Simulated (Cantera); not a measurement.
An adiabatic, constant-pressure homogeneous reactor starts with CO : H₂ : O₂ : N₂ : CO₂ = 1 : 0.11 : 1.54 : 5.8 : 1.6 (molar parts), at 1600 K and 0.210 bar. Integrator tolerance rtol = 1e-08.

Cantera simulation using GRI-Mech 3.0 (53 species, 325 reactions); the numbers are that mechanism's predictions, not measurements.

Problem. What does this change do: CO2 1.6 to 2.2 parts?

Solution. 
| quantity | before | after |
|---|---|---|
| time of steepest temperature rise | 0.192 ms | 0.204 ms |
| temperature at 2.00 s | 2230 K | 2188 K |
| equilibrium temperature | 2230 K | 2188 K |
| x(CO) at 2.00 s | 0.0130 (gas-phase equilibrium 0.0130) | 0.0118 (gas-phase equilibrium 0.0118) |
| x(H₂) at 2.00 s | 9.56e-5 (gas-phase equilibrium 9.55e-5) | 7.27e-5 (gas-phase equilibrium 7.26e-5) |
| x(O₂) at 2.00 s | 0.104 (gas-phase equilibrium 0.104) | 0.0981 (gas-phase equilibrium 0.0979) |
| x(NO) at 2.00 s | 0.00827 (gas-phase equilibrium 0.00832) | 0.00682 (gas-phase equilibrium 0.00714) |
| x(H₂O) at 2.00 s | 0.0102 (gas-phase equilibrium 0.0102) | 0.00979 (gas-phase equilibrium 0.00979) |
| x(CO₂) at 2.00 s | 0.259 (gas-phase equilibrium 0.259) | 0.303 (gas-phase equilibrium 0.303) |

Problem. What does this change do: pressure from 0.210 bar to 2.80 bar?

Solution. 
```csv
quantity,before,after
time of steepest temperature rise,0.192 ms,15.5 µs
temperature at 2.00 s,2230 K,2289 K
equilibrium temperature,2230 K,2289 K
x(CO) at 2.00 s,0.0130 (gas-phase equilibrium 0.0130),0.00548 (gas-phase equilibrium 0.00548)
x(H₂) at 2.00 s,9.56e-5 (gas-phase equilibrium 9.55e-5),3.96e-5 (gas-phase equilibrium 3.96e-5)
x(O₂) at 2.00 s,0.104 (gas-phase equilibrium 0.104),0.101 (gas-phase equilibrium 0.101)
x(NO) at 2.00 s,0.00827 (gas-phase equilibrium 0.00832),0.00932 (gas-phase equilibrium 0.00932)
x(H₂O) at 2.00 s,0.0102 (gas-phase equilibrium 0.0102),0.0107 (gas-phase equilibrium 0.0107)
x(CO₂) at 2.00 s,0.259 (gas-phase equilibrium 0.259),0.267 (gas-phase equilibrium 0.267)
```
The hydrogen kinetics of GRI-Mech 3.0 are dated; newer H2 mechanisms differ, most at raised pressure.
